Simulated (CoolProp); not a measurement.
Properties of ethylene along the isotherm 267.2 K.

Computed with CoolProp (reference Helmholtz-energy equation of state, Smukala 2000).

| p (MPa) | phase | cp (kJ/(kg K)) | fugacity coefficient |
|---|---|---|---|
| 5.04 | liquid | 3.824 | 0.5350 |
| 10.1 | liquid | 3.002 | 0.3126 |
| 15.1 | liquid | 2.743 | 0.2422 |
| 20.2 | liquid | 2.602 | 0.2091 |
| 25.2 | liquid | 2.514 | 0.1923 |
| 30.3 | liquid | 2.450 | 0.1834 |
| 35.3 | liquid | 2.404 | 0.1796 |
| 40.3 | liquid | 2.369 | 0.1790 |
| 45.4 | liquid | 2.339 | 0.1810 |
| 50.4 | liquid | 2.316 | 0.1848 |
